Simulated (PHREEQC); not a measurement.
Make-up at 20 °C: 1 mol/kgw H2SO4, 0.017 mol/kgw Al(NO3)3 and 4.3e-06 mol/kgw CO2. Closed to the air; pH follows from the charge balance.

The numbers come from PHREEQC with the ion-association model, phreeqc.dat.

```
quantity                   before    after
------------------------  -------  -------
pH                           0.09     0.12
ionic strength (mol/kgw)     1.19     1.13
HSO4- (mol/kgw)             0.909    0.949
SO4-2 (mol/kgw)            0.0737   0.0370
AlSO4+ (mol/kgw)          0.00992  0.00955
Al(SO4)2- (mol/kgw)       0.00327  0.00170
SI of Gibbsite (Al(OH)3)   -11.88    -9.87
```

What was changed between the two runs?
A) Al(NO3)3 from 0.017 to 0.0017 mol/kgw
B) diluted 10-fold with water
C) H2SO4 from 1 to 0.9 mol/kgw
D) temperature from 20 to 85 °C
E) temperature from 20 to 55 °C

E, temperature from 20 to 55 °C

Precipitation was switched off in this run. The ionic strength passes 0.7 mol/kgw, the rough limit of the ion-association models, in every such run. At this temperature some constants are extrapolated from 25 °C, and those without enthalpy data are left unchanged.
